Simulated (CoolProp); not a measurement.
Vapour-liquid equilibrium of propane (1) + n-butane (2) at 4.25 °C; x and y are mole fractions of (1).

The numbers come from the multi-fluid Helmholtz-energy mixture model, Lemmon 2009 and Bücker 2006; pair parameters Kunz 2012 in CoolProp.

```
x      bubble pressure (MPa)  y at the bubble point  dew pressure at overall composition x (MPa)  liquid density (mol/L)
-----  ---------------------  ---------------------  -------------------------------------------  ----------------------
0.05                  0.1401                  0.174                                       0.1259                   10.33
0.125                 0.1694                  0.363                                       0.1341                   10.45
0.2                   0.1991                  0.499                                       0.1436                   10.56
0.275                 0.2292                  0.601                                       0.1544                   10.68
0.35                  0.2598                  0.680                                       0.1670                   10.80
0.425                 0.2906                  0.744                                       0.1818                   10.92
0.5                   0.3218                  0.797                                       0.1994                   11.04
0.575                 0.3533                  0.840                                       0.2208                   11.16
0.65                  0.3851                  0.878                                       0.2472                   11.28
0.725                 0.4173                  0.910                                       0.2806                   11.40
0.8                   0.4498                  0.938                                       0.3241                   11.53
0.875                 0.4828                  0.963                                       0.3827                   11.65
0.95                  0.5164                  0.986                                       0.4648                   11.77
```

No azeotrope shows between x = 0.05 and 0.95.

Pair parameters are fitted to limited data, so mixtures are less certain than the pure fluids.
